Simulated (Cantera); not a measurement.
A perfectly stirred reactor is fed with 44.8 % H2, 55.2 % O2, equivalence ratio 0.41, at 610 Pa; it is held at 1150 K, and followed from long to short residence time.

Cantera simulation using the H2/O2 subset of GRI-Mech 3.0, which has no nitrogen chemistry; the numbers are that mechanism's predictions, not measurements. Radical loss at walls, strong at low pressure, is not modelled. The temperature is held fixed by assumption; the heat of reaction is taken as removed at once.

Task: Predict: x(H2) at τ = 3.50 s; x(O2) at τ = 3.50 s; x(HO2) at τ = 3.50 s; x(H2O) at τ = 3.50 s; x(OH) at τ = 3.50 s; x(H2) at τ = 99.0 ms; x(O2) at τ = 99.0 ms; x(HO2) at τ = 99.0 ms; x(H2O) at τ = 99.0 ms; x(OH) at τ = 99.0 ms.

Result: 
```
Property                Result
---------------------  -------
x(H2) at τ = 3.50 s    0.00217
x(O2) at τ = 3.50 s      0.421
x(HO2) at τ = 3.50 s   5.09e-6
x(H2O) at τ = 3.50 s     0.570
x(OH) at τ = 3.50 s    0.00284
x(H2) at τ = 99.0 ms    0.0191
x(O2) at τ = 99.0 ms     0.406
x(HO2) at τ = 99.0 ms  6.74e-6
x(H2O) at τ = 99.0 ms    0.499
x(OH) at τ = 99.0 ms   0.00859
```
